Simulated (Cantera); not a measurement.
Input: 1 mol Ta₂O₅, a varied amount of H₂, at 5.50 mbar.

Equilibrium computed with Cantera from the NASA thermochemical tables; the gas is ideal and each condensed phase is pure. Candidate condensed phases: H₂O, Ta, Ta₂O₅; 12 gas species. Mutual solubility and eutectic melting of coexisting phases are not modelled. Condensed phases not in the tables: N, O or C dissolved in the metal. Kinetics and transport are ignored.

**Question.** What condenses at these points (T in K, n(H₂) in mol): (1725, 2.8); (1650, 11); (1350, 1.6); (975, 8.6); (1650, 12)?

**Answer.** 
| T (K) | n(H₂) in mol | condensed phases | Ta condensed (%) |
|---|---|---|---|
| 1725 | 2.8 | Ta + Ta₂O₅ | 100.0 |
| 1650 | 11 | Ta + Ta₂O₅ | 100.0 |
| 1350 | 1.6 | Ta₂O₅ | 100.0 |
| 975 | 8.6 | Ta₂O₅ | 100.0 |
| 1650 | 12 | Ta + Ta₂O₅ | 100.0 |
